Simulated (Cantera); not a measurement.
A freely propagating, adiabatic, planar premixed flame of H2 : O2 : N2 = 1 : 0.179 : 0.607 (molar parts), equivalence ratio 2.8, unburnt at 575 K and 1000000 Pa; mixture-averaged transport, grid criteria slope 0.08 and curve 0.16, no radiation.

Model: the H2/O2 subset of GRI-Mech 3.0, which has no nitrogen chemistry, integrated in Cantera. The hydrogen kinetics of GRI-Mech 3.0 are dated; newer H2 mechanisms differ, most at raised pressure. Burning velocities carry a grid error of a few per cent, more on coarse grids.

Problem. What does this change do: 0.097 parts H2O added?

Solution. 
```tsv
quantity	before	after
laminar burning velocity	682 cm/s	525 cm/s
thermal thickness	0.0266 mm	0.0271 mm
peak x(H)	0.0325	0.0227
peak x(HO2)	0.00119	0.00131
peak x(O)	0.000820	0.000535
```

Problem. What does this change do: H2 1 to 1.3 parts?

Solution. 
| quantity | before | after |
|---|---|---|
| laminar burning velocity | 682 cm/s | 496 cm/s |
| thermal thickness | 0.0266 mm | 0.0318 mm |
| peak x(H) | 0.0325 | 0.0208 |
| peak x(HO2) | 0.00119 | 0.000975 |
| peak x(O) | 0.000820 | 0.000346 |

Problem. What does this change do: inlet temperature 575 to 323 K?

Solution. 
```
quantity                     before      after
------------------------  ---------  ---------
laminar burning velocity   682 cm/s   203 cm/s
thermal thickness         0.0266 mm  0.0274 mm
peak x(H)                    0.0325     0.0175
peak x(HO2)                 0.00119    0.00129
peak x(O)                  0.000820   0.000370
```
